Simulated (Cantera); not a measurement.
Input: 1 mol Cr, a varied amount of N2, at 2448.15 K and 13300 Pa.

Method: chemical equilibrium by Gibbs-energy minimisation in Cantera with the NASA 1993 tables (ideal gas, pure condensed phases). Candidate condensed phases: Cr, CrN, Cr2N; 4 gas species. Kinetics and transport are ignored.

### Question
Which condensed phases are stable at each of these points (n(N2) (mol)): 0.39, 0.52, 0.69, 0.93, 1.2, 1.7, 2.2, 3, 4, 5.3, 7.1, 9.6, 13?

### Answer
| n(N2) (mol) | condensed phases | Cr condensed (%) |
|---|---|---|
| 0.39 | Cr(l) | 70.8 |
| 0.52 | Cr(l) | 61.1 |
| 0.69 | Cr(l) | 48.4 |
| 0.93 | Cr(l) | 30.4 |
| 1.2 | Cr(l) | 10.2 |
| 1.7 | gas only | 0.0 |
| 2.2 | gas only | 0.0 |
| 3 | gas only | 0.0 |
| 4 | gas only | 0.0 |
| 5.3 | gas only | 0.0 |
| 7.1 | gas only | 0.0 |
| 9.6 | gas only | 0.0 |
| 13 | gas only | 0.0 |

From 0.39 mol N2 to 1.2 mol N2 the condensed part is Cr(l). From 1.7 mol N2 to 13 mol N2 nothing is condensed.
